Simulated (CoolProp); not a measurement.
Vapour-liquid equilibrium of n-hexane (1) + n-decane (2) at 2.93 bar; x and y are mole fractions of (1).

The numbers come from the multi-fluid Helmholtz-energy mixture model, Thol 2019 and Lemmon 2006; pair parameters Kunz 2012 in CoolProp.

```csv
x,"bubble temperature, mixture model (K)","bubble temperature, Raoult's law (K)","y, mixture model","y, Raoult's law"
0.05,482.3,477.6,0.233,0.330
0.2,451.4,443.4,0.661,0.750
0.35,428.6,422.4,0.843,0.886
0.5,(withheld),407.9,0.924,0.944
0.65,(withheld),397.2,0.964,0.972
0.8,390.0,388.8,0.985,0.988
0.95,382.3,382.0,(withheld),0.998
```

**Question.** What belongs in the gaps?

**Answer.** 
- 0.5, bubble temperature, mixture model (K): 412.0
- 0.65, bubble temperature, mixture model (K): 399.6
- 0.95, y, mixture model: 0.997

The largest gap from Raoult's law is +8.0 K in bubble temperature, at x = 0.2. No azeotrope shows between x = 0.05 and 0.95.

Pair parameters are fitted to limited data, so mixtures are less certain than the pure fluids.
